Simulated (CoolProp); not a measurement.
Saturation properties of n-octane.

The numbers come from the reference Helmholtz-energy equation of state, Beckmüller 2019 in CoolProp.

```csv
T (K),p (MPa),vapour Z,liquid conductivity (mW/(m K))
316.3,0.004852,0.9938,119
331.7,0.009855,0.9894,…
347.1,0.01855,0.9832,…
362.4,0.03260,0.9747,106
377.8,0.05440,0.9636,102
393.2,0.08652,0.9496,98.0
408.5,…,0.9325,94.1
423.9,0.1938,0.9116,…
439.3,0.2765,0.8869,86.7
454.6,0.3831,0.8582,83.2
470,0.5195,0.8246,79.7
485.4,0.6898,0.7856,76.3
500.7,0.8980,0.7407,73.0
516.1,1.153,0.6878,69.8
531.5,1.460,0.6245,66.7
```

Question: Some entries are withheld; supply them.

Answer: 
- 331.7, liquid conductivity (mW/(m K)): 115
- 347.1, liquid conductivity (mW/(m K)): 110
- 408.5, p (MPa): 0.1317
- 423.9, liquid conductivity (mW/(m K)): 90.4

It boils at 398.8 K under 1 atm.

Thermal conductivity comes from a separate model (Huber 2005).
